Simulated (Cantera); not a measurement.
A perfectly stirred reactor is fed with CH4 : C2H6 : O2 : N2 = 1 : 0.095 : 3.24 : 12.2 (molar parts), at 1130 Torr; it is adiabatic with a 525 K inlet, and is followed from long to short residence time, starting on the burning branch (τ in s: 0.35, 0.11, 0.036, 0.012, 0.0037, 0.0012, 0.00039, 0.00012, 4e-05, 1.3e-05, 4.2e-06).

Cantera simulation using GRI-Mech 3.0 (53 species, 325 reactions); the numbers are that mechanism's predictions, not measurements.

**Question.** What does this change do: N2 12.2 to 16 parts?

**Answer.** 
```json
[
 {"quantity": "blow-out, bracketed by the residence times tried", "before": "burning at 0.120 ms, out at 40.0 µs", "after": "burning at 0.390 ms, out at 0.120 ms"},
 {"quantity": "x(CH4) at τ = 0.350 s", "before": "1.09e-6", "after": "3.13e-6"},
 {"quantity": "x(C2H6) at τ = 0.350 s", "before": "1.55e-8", "after": "5.83e-8"},
 {"quantity": "x(O2) at τ = 0.350 s", "before": "0.0541", "after": "0.0444"},
 {"quantity": "x(NO) at τ = 0.350 s", "before": "0.000751", "after": "3.28e-5"},
 {"quantity": "x(HO2) at τ = 0.350 s", "before": "1.62e-6", "after": "7.11e-7"},
 {"quantity": "x(CH4) at τ = 1.20 ms", "before": "7.87e-5", "after": "0.000139"},
 {"quantity": "x(C2H6) at τ = 1.20 ms", "before": "1.84e-6", "after": "3.38e-6"},
 {"quantity": "x(O2) at τ = 1.20 ms", "before": "0.0568", "after": "0.0471"},
 {"quantity": "x(NO) at τ = 1.20 ms", "before": "4.16e-5", "after": "1.32e-5"},
 {"quantity": "x(HO2) at τ = 1.20 ms", "before": "9.15e-6", "after": "1.39e-5"}
]
```

**Question.** What does this change do: 0.2 parts H2 added?

**Answer.** 
| quantity | before | after |
|---|---|---|
| blow-out, bracketed by the residence times tried | burning at 0.120 ms, out at 40.0 µs | burning at 0.120 ms, out at 40.0 µs |
| x(CH4) at τ = 0.350 s | 1.09e-6 | 8.16e-7 |
| x(C2H6) at τ = 0.350 s | 1.55e-8 | 1.10e-8 |
| x(O2) at τ = 0.350 s | 0.0541 | 0.0475 |
| x(NO) at τ = 0.350 s | 0.000751 | 0.00135 |
| x(HO2) at τ = 0.350 s | 1.62e-6 | 1.84e-6 |
| x(CH4) at τ = 1.20 ms | 7.87e-5 | 6.64e-5 |
| x(C2H6) at τ = 1.20 ms | 1.84e-6 | 1.52e-6 |
| x(O2) at τ = 1.20 ms | 0.0568 | 0.0509 |
| x(NO) at τ = 1.20 ms | 4.16e-5 | 6.03e-5 |
| x(HO2) at τ = 1.20 ms | 9.15e-6 | 8.20e-6 |
